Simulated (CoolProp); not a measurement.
A Linde-Hampson liquefier for CF4 (R14): isothermal reversible compression at 280 K from 1 atm to 15 MPa, throttling to 1 atm, return gas leaving the recuperator 0 K below the feed. Each further row changes one setting.

Computed with CoolProp (reference Helmholtz-energy equation of state, Platzer 1990). This equation is an older, rougher fit; its heat capacities, sound speeds and derivatives of the liquid may be far off and weren't checked against measurements.

| case | liquid yield per pass | compression work (kJ/kg of gas) |
|---|---|---|
| as stated | 0.309 | 116 |
| high pressure 30 MPa | 0.344 | 131 |
| warm-end temperature 310 K | 0.220 | 135 |
| warm-end gap 5 K | 0.297 | 116 |
